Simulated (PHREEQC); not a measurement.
Make-up at 25 °C: 53 mmol/kgw LiBr. Closed to the air; pH follows from the charge balance.

Model: ion-association model, phreeqc.dat, run in PHREEQC.

| Quantity | Result |
|---|---|
| ionic strength | 0.0530 mol/kgw |
| specific conductance | 5250 µS/cm |
| density | 1.000 g/cm³ |

| species | molality | activity | log γ |
|---|---|---|---|
| Br- | 0.0530 | 0.0425 | -0.096 |
| Li+ | 0.0530 | 0.0440 | -0.081 |
| OH- | 1.21e-7 | 9.79e-8 | -0.093 |
| H+ | 1.21e-7 | 1.03e-7 | -0.070 |

This is a speciation only: nothing precipitates in the calculation.
